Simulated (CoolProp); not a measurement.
C2F6 (R116) along the isotherm 58.55 °C: Z from the reference equation and from simpler models built on Tc = 19.9 °C, pc = 3048 kPa, ω = 0.257; each cubic takes its own stable root.

Computed with CoolProp (reference Helmholtz-energy equation of state, Lemmon 2006). It is a short technical equation, of lower accuracy than the large ones.

```
p (kPa)          phase  reference  van der Waals  Redlich-Kwong  Soave-Redlich-Kwong  Peng-Robinson
-------  -------------  ---------  -------------  -------------  -------------------  -------------
96.4               gas     0.9931         0.9930         0.9925               0.9930         0.9919
219                gas     0.9843         0.9841         0.9828               0.9840         0.9816
499                gas     0.9638         0.9632         0.9605               0.9633         0.9579
1140               gas     0.9149         0.9124         0.9073                  ___         0.9024
2590               gas     0.7924            ___            ___               0.7953         0.7709
5880     supercritical     0.4971         0.4758            ___               0.5425            ___
13400    supercritical     0.6445         0.7831         0.6589               0.6852         0.6245
30500    supercritical      1.204            ___          1.193                1.212          1.097
```

**Question.** Fill in the missing entries.

**Answer.** 
- 1140, Soave-Redlich-Kwong: 0.9143
- 2590, van der Waals: 0.7774
- 2590, Redlich-Kwong: 0.7742
- 5880, Redlich-Kwong: 0.4806
- 5880, Peng-Robinson: 0.5089
- 30500, van der Waals: 1.516
